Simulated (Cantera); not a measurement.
A closed system holds: 1 mol Fe(CO)5, 9.6 mol H2, 0.34 mol N2, held at 0.580 bar.

Points: T (K) = 900, 950, 1000, 1050, 1100, 1150, 1200, 1250, 1300, 1350, 1400, 1450.

Cantera's Mixture.equilibrate('TP', solver="vcs", rtol=1e-11, max_steps=5000) on the NASA tables stopped like this:

```
ERROR: FAILURE its = 5001!

*******************************************************************************
CanteraError thrown by MultiPhase::equilibrate:
VCS solver failed. Return code: -1
*******************************************************************************
```

Task: What got this run through?

Result: This is not unique; one that fits is The failure is numerical, not chemical. The same input converged with solver="gibbs", rtol=1e-10, max_steps=50000, and the result passed a check of the equilibrium conditions:
```
T = 900 K  P = 58000 Pa  gas = 11.3 mol
   x: H2 6.052e-01  CO 1.311e-01  H2O 1.117e-01  CH4 6.630e-02  CO2 5.563e-02  N2 3.006e-02
   condensed (mol): C(gr) 2.141  FeO(s) 1
T = 950 K  P = 58000 Pa  gas = 12.95 mol
   x: H2 5.998e-01  CO 2.203e-01  H2O 7.158e-02  CO2 4.711e-02  CH4 3.497e-02  N2 2.624e-02
   condensed (mol): C(gr) 1.084  Fe(a) 1
T = 1000 K  P = 58000 Pa  gas = 13.77 mol
   x: H2 6.161e-01  CO 2.746e-01  H2O 3.878e-02  CO2 2.481e-02  N2 2.467e-02  CH4 2.102e-02
   condensed (mol): C(gr) 0.5863  Fe(a) 1
T = 1050 K  P = 58000 Pa  gas = 14.3 mol
   x: H2 6.252e-01  CO 3.062e-01  N2 2.377e-02  H2O 2.015e-02  CH4 1.298e-02  CO2 1.163e-02
   condensed (mol): C(gr) 0.2689  Fe(a) 1
T = 1100 K  P = 58000 Pa  gas = 14.59 mol
   x: H2 6.309e-01  CO 3.216e-01  N2 2.330e-02  H2O 1.053e-02  CH4 8.288e-03  CO2 5.296e-03
   condensed (mol): C(gr) 0.1099  Fe(a) 1
T = 1150 K  P = 58000 Pa  gas = 14.74 mol
   x: H2 6.347e-01  CO 3.286e-01  N2 2.306e-02  H2O 5.673e-03  CH4 5.468e-03  CO2 2.471e-03
   condensed (mol): C(gr) 0.03935  Fe(a) 1
T = 1200 K  P = 58000 Pa  gas = 14.82 mol
   x: H2 6.371e-01  CO 3.318e-01  N2 2.293e-02  CH4 3.719e-03  H2O 3.182e-03  CO2 1.207e-03
   condensed (mol): C(gr) 0.009769  Fe(c) 1
T = 1250 K  P = 58000 Pa  gas = 14.86 mol
   x: H2 6.388e-01  CO 3.332e-01  N2 2.286e-02  CH4 2.532e-03  H2O 1.911e-03  CO2 6.369e-04
   condensed (mol): Fe(c) 1
T = 1300 K  P = 58000 Pa  gas = 14.89 mol
   x: H2 6.401e-01  CO 3.337e-01  N2 2.282e-02  CH4 1.642e-03  H2O 1.285e-03  CO2 3.802e-04
   condensed (mol): Fe(c) 1
T = 1350 K  P = 58000 Pa  gas = 14.91 mol
   x: H2 6.409e-01  CO 3.341e-01  N2 2.279e-02  CH4 1.095e-03  H2O 8.921e-04  CO2 2.366e-04
   condensed (mol): Fe(c) 1
T = 1400 K  P = 58000 Pa  gas = 14.92 mol
   x: H2 6.414e-01  CO 3.342e-01  N2 2.277e-02  CH4 7.465e-04  H2O 6.394e-04  CO2 1.535e-04
   condensed (mol): Fe(c) 1
T = 1450 K  P = 58000 Pa  gas = 14.92 mol
   x: H2 6.417e-01  CO 3.344e-01  N2 2.275e-02  CH4 5.161e-04  H2O 4.744e-04  CO2 1.039e-04
   condensed (mol): Fe(c) 1
```

The gas is ideal and each condensed phase is pure. The tables' stoichiometric FeO is somewhat more stable than real wüstite, so its field is too wide. FeO: taken at fixed stoichiometry. Condensed phases not in the tables: cementite and carbon dissolved in iron.
